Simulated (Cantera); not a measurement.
Input: 1 mol PbCl2, 0.86 mol H2, 4.6 mol N2, held at 1700 K and 10000 Pa.

Equilibrium computed with Cantera from the NASA thermochemical tables; the gas is ideal and each condensed phase is pure. Candidate condensed phases: NH4Cl, Pb, PbCl2; 17 gas species. Rates play no part.

Base state: N2 0.651, HCl 0.170, PbCl 0.0805, Pb 0.0449, H2 0.0367, PbCl2 0.0161, Cl 0.000322, H 8.92e-5 (mole fractions); condensed: gas only.

Problem. What changes in the equilibrium state with this change: temperature from 1700 K to 1950 K?

Solution. 
```
species    before     after
-------  --------  --------
N2          0.651     0.642
HCl         0.170     0.190
PbCl       0.0805    0.0690
Pb         0.0449    0.0624
H2         0.0367    0.0245
PbCl2      0.0161   0.00820
Cl       0.000322   0.00330
H         8.92e-5  0.000568
```
